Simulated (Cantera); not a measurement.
Input: 1 mol SiC, 0.16 mol O2, 7.6 mol N2, at 1827 °C and 7.40e-6 bar.

Equilibrium computed with Cantera from the NASA thermochemical tables; the gas is ideal and each condensed phase is pure. Candidate condensed phases: C, Si, SiC, SiO2, Si2N2O, Si3N4; 34 gas species. The tables' values for SiN are old estimates; treat these amounts as uncertain. The numbers say what is thermodynamically allowed, not how fast it happens.

Base state: N2 0.852, Si 0.105, CO 0.0358, SiC2 0.00674, CN 0.000664, Si2C 0.000319, SiN 5.45e-5, C3 3.90e-5 (mole fractions); condensed: C(graphite).

Question: What changes in the equilibrium state with this change: O2 from 0.16 to 0.3 mol?

Answer: 
| species | before | after |
|---|---|---|
| N2 | 0.852 | 0.826 |
| Si | 0.105 | 0.101 |
| CO | 0.0358 | 0.0652 |
| SiO | 3.10e-5 | 5.46e-5 |
| Si2C | 0.000319 | 0.000299 |
| SiN | 5.45e-5 | 5.20e-5 |
| C(graphite), mol | 0.550 | 0.270 |
